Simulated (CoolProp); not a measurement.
R245fa along the isobar 2.94 MPa: Z from the reference equation and from simpler models built on Tc = 427.0 K, pc = 3.651 MPa, ω = 0.378; each cubic takes its own stable root.

Computed with CoolProp (reference Helmholtz-energy equation of state, Akasaka 2015).

```json
[
 {"T (K)": "318.7", "phase": "liquid", "reference": "0.1152"},
 {"T (K)": "327.1", "phase": "liquid", "reference": "0.1144"},
 {"T (K)": "335.5", "phase": "liquid", "reference": "0.1138"},
 {"T (K)": "343.9", "phase": "liquid", "reference": "0.1134"},
 {"T (K)": "352.3", "phase": "liquid", "reference": "0.1132"},
 {"T (K)": "360.7", "phase": "liquid", "reference": "0.1134"},
 {"T (K)": "369.1", "phase": "liquid", "reference": "0.1139"},
 {"T (K)": "377.5", "phase": "liquid", "reference": "0.1148"},
 {"T (K)": "385.9", "phase": "liquid", "reference": "0.1163"},
 {"T (K)": "394.3", "phase": "liquid", "reference": "0.1187"},
 {"T (K)": "402.7", "phase": "liquid", "reference": "0.1225"},
 {"T (K)": "411.1", "phase": "liquid", "reference": "0.1294"},
 {"T (K)": "419.6", "phase": "gas", "reference": "0.5654"},
 {"T (K)": "428", "phase": "gas", "reference": "0.6313"}
]
```

How far does each simpler model (van der Waals, Redlich-Kwong, Soave-Redlich-Kwong, Peng-Robinson) lie from the reference over these 14 states: mean and median of the absolute difference, and the worst?


- van der Waals: mean 80.5 %, median 66.5 %, worst +364.0 % at 411.1 K and 2.94 MPa
- Redlich-Kwong: mean 39.5 %, median 19.9 %, worst +309.9 % at 411.1 K and 2.94 MPa
- Soave-Redlich-Kwong: mean 13.0 %, median 12.4 %, worst +25.3 % at 411.1 K and 2.94 MPa
- Peng-Robinson: mean 3.0 %, median 2.2 %, worst +11.5 % at 411.1 K and 2.94 MPa

At some of these states van der Waals, Redlich-Kwong gives the other phase, because its saturation line lies elsewhere.
